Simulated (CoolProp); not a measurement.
C2F6 (R116) along the isotherm 43.05 °C: fugacity coefficient from the reference equation and from simpler models built on Tc = 19.9 °C, pc = 3048 kPa, ω = 0.257; each cubic takes its own stable root.

The numbers come from the reference Helmholtz-energy equation of state, Lemmon 2006 in CoolProp. It is a short technical equation, of lower accuracy than the large ones.

```tsv
p (kPa)	phase	reference
2030	gas	0.8337
4060	supercritical	0.6725
6100	supercritical	0.5309
8130	supercritical	0.4476
10200	supercritical	0.3971
12200	supercritical	0.3661
14200	supercritical	0.3454
16300	supercritical	0.3310
18300	supercritical	0.3221
20300	supercritical	0.3166
22300	supercritical	0.3138
24400	supercritical	0.3131
26400	supercritical	0.3142
28400	supercritical	0.3167
30500	supercritical	0.3208
```

Q: How far does each simpler model (van der Waals, Redlich-Kwong, Soave-Redlich-Kwong, Peng-Robinson) lie from the reference over these 15 states: mean and median of the absolute difference, and the worst?

A: 
- van der Waals: mean 13.9 %, median 12.9 %, worst +33.3 % at 43.05 °C and 30500 kPa
- Redlich-Kwong: mean 0.8 %, median 0.5 %, worst -2.3 % at 43.05 °C and 6100 kPa
- Soave-Redlich-Kwong: mean 5.2 %, median 6.3 %, worst +7.6 % at 43.05 °C and 30500 kPa
- Peng-Robinson: mean 4.9 %, median 4.2 %, worst -8.5 % at 43.05 °C and 30500 kPa
